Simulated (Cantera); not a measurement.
Input (Python, Cantera) and output of one run.

```python
import numpy as np
import cantera as ct

gas_names = """
    H HNO HNO2 HNO3 HO2 H2 H2O H2O2 N NH NH2 NH3 NH2OH NO NO2 NO3 N2 N2H2 N2H4 N2O O OH O2 O3 Si SiH
    SiH2 SiH3 SiH4 SiN SiO SiO2 Si2 Si2N Si3
""".split()
cond_names = """
    H2O(s) H2O(L) Si(cr) Si(L) SiO2(Lqz) SiO2(hqz) SiO2(L) Si2N2O(s) Si3N4(a)
""".split()


# ... load() reads the species with a 1 bar reference pressure and builds the phases ...
atoms = {
    'Si': {'Si': 1},
    'N2O': {'N': 2, 'O': 1},
    'N2': {'N': 2},
    'H2O': {'H': 2, 'O': 1},
}
top_T = {'Si2N2O(s)': 2100, 'Si3N4(a)': 2400}  # K; cautious upper limits of use, not melting points


# ... equilibrate(T, P, feed) seeds the gas with the atoms and calls Mixture.equilibrate('TP', solver="vcs", rtol=1e-11, max_steps=5000) ...
results = []
feed = {'Si': 1, 'N2O': 0.19, 'N2': 190, 'H2O': 0.17}  # mol
P = 4.3  # Pa
for T in [1125, 1225, 1325, 1425, 1525, 1625, 1725, 1825]:
    mix = equilibrate(T, P, feed)
    results.append((T, P, feed, dict(zip(mix.species_names, mix.species_moles))))

top = {s: max(r[3][s] / sum(r[3][g] for g in gas_names) for r in results) for s in gas_names}
cols = sorted((s for s in top if top[s] > 1e-06), key=lambda s: -top[s])[:8]
seen = [c for c in cond_names if any(r[3].get(c, 0) > 1e-12 for r in results)]
print("log10 of partial pressures in bar; condensed amounts in mol")
print(f"{'T/K':>10s}" + "".join(f"{s[:9]:>10s}" for s in cols + seen))
for T, P, feed, n in results:
    ng = sum(n[g] for g in gas_names)
    print(f"{T:10.4g}" + "".join(f"{np.log10(max(n[s] / ng * P / 1e5, 1e-99)):10.3f}" for s in cols)
          + "".join(f"{n.get(c, 0):10.4g}" for c in seen))
```

Output:

```
log10 of partial pressures in bar; condensed amounts in mol
       T/K        N2        Si       SiO         H        H2      Si2N       SiN       Si2    Si(cr) Si2N2O(s)  Si3N4(a)
      1125    -4.367   -15.993   -12.796   -11.060    -7.414   -20.074   -17.142   -23.287         0      0.36   0.09333
      1225    -4.367   -13.360   -10.584   -10.214    -7.415   -16.714   -14.811   -19.202         0    0.3599   0.09337
      1325    -4.367   -11.129    -8.712    -9.495    -7.416   -13.869   -12.837   -15.742         0    0.3514   0.09618
      1425    -4.368    -9.215    -7.108    -8.878    -7.423   -11.429   -11.143   -12.774         0   0.01476    0.2075
      1525    -4.368    -7.724    -7.091    -8.348    -7.443    -9.655    -9.845   -10.541    0.5533         0         0
      1625    -4.369    -6.854    -7.092    -7.900    -7.497    -8.974    -9.143    -9.456         0         0         0
      1725    -4.369    -6.845    -7.092    -7.543    -7.623    -9.892    -9.283   -10.019         0         0         0
      1825    -4.369    -6.844    -7.092    -7.299    -7.885   -10.721    -9.414   -10.532         0         0         0
```

Cantera equilibrium calculation (NASA polynomials, part measured and part estimated; ideal gas, pure solids and liquids). Mutual solubility and eutectic melting of coexisting phases are not modelled. The tables' values for SiN are old estimates; treat these amounts as uncertain.
